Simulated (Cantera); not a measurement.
Charge: 1 mol BF3, 3.8 mol O2, 2.1 mol H2, at 18.0 mbar.

These are equilibrium values from Cantera (NASA tables, ideal gas, pure condensed phases), not measurements of a reactor. Candidate condensed phases: B, B2O3, B3O3H3, H2O; 43 gas species. Gases not in the tables: H3BO3. Rates play no part.

Question: Which condensed phases are stable at each of these points (T (K)): 773, 823, 873, 923, 973, 1023, 1073, 1123, 1173, 1223, 1273, 1323, 1373, 1423?

Answer: 
```
T (K)  condensed phases  B condensed (%)
-----  ----------------  ---------------
773             B2O3(l)              7.1
823             B2O3(l)             11.6
873             B2O3(l)             15.8
923             B2O3(l)             20.0
973             B2O3(l)             24.0
1023            B2O3(l)             27.9
1073            B2O3(l)             31.3
1123            B2O3(l)             34.0
1173            B2O3(l)             35.2
1223            B2O3(l)             33.8
1273            B2O3(l)             27.8
1323            B2O3(l)             14.8
1373           gas only              0.0
1423           gas only              0.0
```

From 773 K to 1323 K the condensed part is B2O3(l). From 1373 K to 1423 K nothing is condensed.
